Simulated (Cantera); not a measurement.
Charge: 1 mol SiH₄, 3.2 mol HCl, 440 mol H₂, equilibrated at 13.3 mbar.

Equilibrium computed with Cantera from the NASA thermochemical tables; the gas is ideal and each condensed phase is pure. Candidate condensed phases: Si; 19 gas species. Gases not in the tables: Si₂H₆ and higher silanes. Kinetics and transport are ignored.

### Question
Which condensed phases are stable at each of these points (T (K)): 1448, 1498, 1548, 1598, 1648, 1698, 1748, 1798, 1848, 1898, 1948, 1998, 2048, 2098?

### Answer
| T (K) | condensed phases | Si condensed (%) |
|---|---|---|
| 1448 | Si(s) | 93.4 |
| 1498 | Si(s) | 93.0 |
| 1548 | Si(s) | 92.6 |
| 1598 | Si(s) | 92.0 |
| 1648 | Si(s) | 90.9 |
| 1698 | Si(l) | 88.9 |
| 1748 | Si(l) | 85.9 |
| 1798 | Si(l) | 79.6 |
| 1848 | Si(l) | 67.1 |
| 1898 | Si(l) | 43.9 |
| 1948 | Si(l) | 1.9 |
| 1998 | gas only | 0.0 |
| 2048 | gas only | 0.0 |
| 2098 | gas only | 0.0 |

From 1448 K to 1648 K the condensed part is Si(s). From 1698 K to 1948 K the condensed part is Si(l). From 1998 K to 2098 K nothing is condensed.
